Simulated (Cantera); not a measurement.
What does this Cantera script print?

```python
import numpy as np
import cantera as ct

gas = ct.Solution("gri30.yaml")
gas.TPX = 575, 500000, {'CH4': 1, 'O2': 1.43, 'N2': 5.37, 'H2O': 1.8}
inlet = ct.Reservoir(gas, clone=True)
gas.equilibrate("HP")  # start burning
reactor = ct.IdealGasConstPressureReactor(gas, energy="on", clone=False)
exhaust = ct.Reservoir(gas, clone=True)
tau = [0.1, 0.036, 0.013, 0.0045, 0.0016, 0.00056, 0.0002, 7e-05, 2.5e-05, 8.6e-06][0]
for a, b in ((inlet, reactor), (reactor, exhaust)):
    ct.MassFlowController(a, b, mdot=lambda t: reactor.mass / tau)
net = ct.ReactorNet([reactor])
show = ['CH4', 'O2', 'H2O', 'N2O', 'NO', 'CO', 'HCN']

rows = []
print(f"{'tau/s':>10s}{'T/K':>9s}" + "".join(f"{s:>11s}" for s in show))
for tau in [0.1, 0.036, 0.013, 0.0045, 0.0016, 0.00056, 0.0002, 7e-05, 2.5e-05, 8.6e-06]:
    net.initial_time = 0.0
    net.advance(30 * tau)
    before = gas.X
    net.advance(40 * tau)
    drift = np.max(np.abs(gas.X - before) / (gas.X + 1e-9))
    rows.append([gas.T, *gas[show].X, drift])
    print(f"{tau:10.3e}{gas.T:9.1f}" + "".join(f"{x:11.3e}" for x in gas[show].X))
```

It prints:

```
     tau/s      T/K        CH4         O2        H2O        N2O         NO         CO        HCN
 1.000e-01   1894.6  1.943e-03  2.040e-04  3.111e-01  8.808e-10  5.611e-06  4.322e-02  4.182e-06
 3.600e-02   1898.1  3.195e-03  5.133e-04  3.139e-01  1.592e-09  4.400e-06  4.089e-02  5.262e-06
 1.300e-02   1897.3  4.623e-03  1.246e-03  3.171e-01  3.304e-09  3.324e-06  3.851e-02  5.704e-06
 4.500e-03   1884.2  6.216e-03  3.038e-03  3.197e-01  7.752e-09  2.240e-06  3.724e-02  5.229e-06
 1.600e-03   1841.1  8.278e-03  7.452e-03  3.202e-01  1.997e-08  1.073e-06  3.879e-02  3.243e-06
 5.600e-04    575.0  1.042e-01  1.490e-01  1.875e-01  2.313e-22  4.623e-23  1.237e-16  4.657e-21
 2.000e-04    575.0  1.042e-01  1.490e-01  1.875e-01  2.777e-25  5.550e-26  1.485e-19  5.591e-24
 7.000e-05    575.0  1.042e-01  1.490e-01  1.875e-01  1.187e-26  2.372e-27  6.350e-21  2.390e-25
 2.500e-05    575.0  1.042e-01  1.490e-01  1.875e-01  7.100e-28  1.419e-28  3.797e-22  1.429e-26
 8.600e-06    575.0  1.042e-01  1.490e-01  1.875e-01  4.485e-29  8.962e-30  2.398e-23  9.028e-28
```

Cantera simulation using GRI-Mech 3.0 (53 species, 325 reactions); the numbers are that mechanism's predictions, not measurements.
